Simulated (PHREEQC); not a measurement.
Make-up at 25 °C: 0.0058 mol/kgw HCl and 0.0024 mol/kgw Al2(SO4)3. It is in equilibrium with CO2 at log p = -3.4 (atm). Otherwise closed; pH follows from the charge balance.

All values are PHREEQC results (ion-association model, phreeqc.dat), not measurements.

Precipitation was switched off in this run.

**Question.** Order these Al species by the share of Al that they hold, largest first: AlSO4+, Al(SO4)2-, Al+3.

**Answer.** AlSO4+ (66 %), Al+3 (31 %), Al(SO4)2- (3.5 %)

The pH is 2.35 and the ionic strength 0.0199 mol/kgw. Complexes and solids missing from the database can't appear.
